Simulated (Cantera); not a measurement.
Input: 1 mol Si₂Cl₆, 0.011 mol Cl₂, 280 mol N₂, equilibrated at 1798 K and 230 Pa.

Cantera equilibrium calculation (NASA polynomials, part measured and part estimated; ideal gas, pure solids and liquids). Candidate condensed phases: Si, Si₃N₄; 13 gas species. The feed counts by its element totals alone. The tables' values for SiCl₃, SiCl are old estimates; treat these amounts as uncertain. Kinetics and transport are ignored.

Base state: N₂ 0.986, Cl 0.00691, SiCl₂ 0.00682, SiCl₃ 0.000205, SiCl 1.01e-5 (mole fractions); condensed: gas only.

Q: What changes in the equilibrium state with this change: temperature from 1798 K to 1623 K?

A: 
| species | before | after |
|---|---|---|
| N₂ | 0.986 | 0.988 |
| SiCl₂ | 0.00682 | 0.00519 |
| Cl | 0.00691 | 0.00460 |
| SiCl₄ | 9.94e-6 | 0.000660 |
| SiCl | 1.01e-5 | 3.31e-7 |
| SiCl₃ | 0.000205 | 0.00121 |
The tables' values for SiCl₃ are old estimates; treat these amounts as uncertain.
